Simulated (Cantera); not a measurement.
Charge: 1 mol Fe₂O₃, 0.017 mol H₂O, held at 0.133 bar.

These are equilibrium values from Cantera (NASA tables, ideal gas, pure condensed phases), not measurements of a reactor. Candidate condensed phases: Fe, FeO, Fe(OH)₂, Fe(OH)₃, Fe₂O₃, Fe₃O₄, H₂O; 12 gas species. Mutual solubility and eutectic melting of coexisting phases are not modelled. Equilibrium is a limit: real reactors are often held back by kinetics, nucleation or transport.

log p: log10 of the partial pressure in bar; n: condensed amount in mol.

| T (K) | log p H₂O | log p O₂ | log p OH | log p H₂ | log p O | log p Fe(OH)₂ | n Fe₂O₃(s) | n Fe₃O₄(s) |
|---|---|---|---|---|---|---|---|---|
| 823 | -0.88 | -9.34 | -10.87 | -9.04 | <-12 | <-12 | 1.00 | 0 |
| 923 | -0.88 | -8.21 | -9.47 | -7.91 | <-12 | -12.02 | 1.00 | 0 |
| 1023 | -0.88 | -7.30 | -8.34 | -6.99 | <-12 | -10.49 | 1.00 | 0 |
| 1123 | -0.88 | -6.55 | -7.42 | -6.24 | -11.63 | -9.24 | 1.00 | 0 |
| 1223 | -0.88 | ___ | ___ | ___ | ___ | ___ | 1.00 | 0 |
| 1323 | -0.88 | -4.45 | -5.75 | -5.54 | -8.80 | -7.56 | 1.000 | 0 |
| 1423 | -0.88 | ___ | ___ | -5.49 | ___ | ___ | 0.999 | ___ |
| 1523 | -0.91 | -2.03 | -4.31 | -5.48 | -6.27 | -6.57 | 0.992 | 0.00513 |

Some entries are withheld; supply them.


- 1423, log p O₂: -3.16
- 1423, log p OH: -4.97
- 1423, log p O: -7.45
- 1423, log p Fe(OH)₂: -7.01
- 1423, n Fe₃O₄(s): 0.000359
- 1223, log p O₂: -5.93
- 1223, log p OH: -6.64
- 1223, log p H₂: -5.60
- 1223, log p O: -10.36
- 1223, log p Fe(OH)₂: -8.20
